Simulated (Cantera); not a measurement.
What does this Cantera script print?

```python
import numpy as np
import cantera as ct

gas = ct.Solution("gri30.yaml")


def delay(T, t_max=10):
    gas.TPX = T, 500000, {'CO': 1, 'H2': 0.074, 'CH4': 0.3, 'O2': 1.86, 'N2': 7.01, 'CO2': 0.22}
    reactor = ct.IdealGasReactor(gas, clone=False)
    net = ct.ReactorNet([reactor])
    net.rtol, net.atol = 1e-8, 1e-16
    while net.time < t_max:
        t_old, T_old = net.time, reactor.T
        net.step()
        if reactor.T > T + 400:  # ignition: a rise of 400 K
            return t_old + (T + 400 - T_old) / (reactor.T - T_old) * (net.time - t_old)
    return np.nan


taus = []
for T in [1225, 1325, 1425, 1525, 1625, 1725]:
    taus.append(delay(T))
    print(f"T0 = {T:6g} K   tau = {taus[-1]:.4e} s")
```

It prints:

```
T0 =   1225 K   tau = 5.8758e-04 s
T0 =   1325 K   tau = 2.5677e-04 s
T0 =   1425 K   tau = 1.2120e-04 s
T0 =   1525 K   tau = 6.2292e-05 s
T0 =   1625 K   tau = 3.4732e-05 s
T0 =   1725 K   tau = 2.0665e-05 s
```

Detailed kinetics in Cantera: GRI-Mech 3.0 (53 species, 325 reactions).
